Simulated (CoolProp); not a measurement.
Vapour-liquid equilibrium of ethylbenzene (1) + p-xylene (2) at 430.2 K; x and y are mole fractions of (1).

Values from CoolProp's multi-fluid Helmholtz-energy mixture model, Zhou 2012 and Zhou 2012; pair parameters Bell 2016.

```
x     bubble pressure, mixture model (MPa)  bubble pressure, Raoult's law (MPa)  y, mixture model  y, Raoult's law
----  ------------------------------------  -----------------------------------  ----------------  ---------------
0.05                            (withheld)                               0.1635             0.054            0.053
0.2                                 0.1655                               0.1648             0.210            0.209
0.35                            (withheld)                               0.1662             0.362            0.362
0.5                                 0.1683                               0.1675        (withheld)            0.513
0.65                                0.1694                               0.1689             0.659            0.662
0.8                                 0.1705                               0.1702             0.806            0.808
0.95                                0.1716                               0.1716             0.952            0.952
```

**Question.** Fill in the missing entries.

**Answer.** 
- 0.05, bubble pressure, mixture model (MPa): 0.1637
- 0.35, bubble pressure, mixture model (MPa): 0.1670
- 0.5, y, mixture model: 0.511

The largest gap from Raoult's law is +0.5 % in bubble pressure, at x = 0.35. No azeotrope shows between x = 0.05 and 0.95.

The pair parameters rest on a limited set of measurements; away from them the model extrapolates.
